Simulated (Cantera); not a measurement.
Input (Python, Cantera) and output of one run.

```python
import numpy as np
import cantera as ct

gas_names = """
    H HNO HNO2 HNO3 HO2 H2 H2O H2O2 N NH NH2 NH3 NH2OH NO NO2 NO3 N2 N2H2 N2H4 N2O O OH O2 O3
""".split()
cond_names = """
    H2O(s) H2O(L)
""".split()


# ... load() reads the species with a 1 bar reference pressure and builds the phases ...
atoms = {
    'NH3': {'N': 1, 'H': 3},
    'O2': {'O': 2},
}
top_T = {}  # K; cautious upper limits of use, not melting points


# ... equilibrate(T, P, feed) seeds the gas with the atoms and calls Mixture.equilibrate('TP', solver="vcs", rtol=1e-11, max_steps=5000) ...
results = []
T = 1600  # K
P = 10000000  # Pa
for m in [0.21, 0.26, 0.31, 0.38, 0.47, 0.58, 0.71, 0.87]:
    feed = {'NH3': 1, 'O2': m}  # mol
    mix = equilibrate(T, P, feed)
    results.append((T, P, feed, dict(zip(mix.species_names, mix.species_moles))))

top = {s: max(r[3][s] / sum(r[3][g] for g in gas_names) for r in results) for s in gas_names}
cols = sorted((s for s in top if top[s] > 1e-06), key=lambda s: -top[s])[:8]
seen = [c for c in cond_names if any(r[3].get(c, 0) > 1e-12 for r in results)]
print("log10 of partial pressures in bar; condensed amounts in mol")
print(f"{'n(O2)':>10s}" + "".join(f"{s[:9]:>10s}" for s in cols + seen))
for T, P, feed, n in results:
    ng = sum(n[g] for g in gas_names)
    print(f"{feed['O2']:10.4g}" + "".join(f"{np.log10(max(n[s] / ng * P / 1e5, 1e-99)):10.3f}" for s in cols)
          + "".join(f"{n.get(c, 0):10.4g}" for c in seen))
```

It prints:

```
log10 of partial pressures in bar; condensed amounts in mol
     n(O2)       H2O        H2        N2        O2       NH3        NO        OH       NO2
      0.21     1.323     1.732     1.398   -11.175    -1.034    -7.211    -5.215   -14.853
      0.26     1.415     1.689     1.398   -10.905    -1.098    -7.076    -5.101   -14.583
      0.31     1.492     1.643     1.398   -10.659    -1.168    -6.953    -5.002   -14.337
      0.38     1.580     1.568     1.398   -10.332    -1.281    -6.789    -4.876   -14.010
      0.47     1.672     1.447     1.398    -9.905    -1.462    -6.576    -4.723   -13.583
      0.58     1.763     1.230     1.398    -9.289    -1.787    -6.268    -4.523   -12.967
      0.71     1.851     0.602     1.398    -7.858    -2.729    -5.552    -4.121   -11.536
      0.87     1.850    -3.704     1.372     0.750    -9.200    -1.261    -1.970    -2.941
```

Cantera equilibrium calculation (NASA polynomials, part measured and part estimated; ideal gas, pure solids and liquids). The ideal-gas law is rough above about 30 bar.
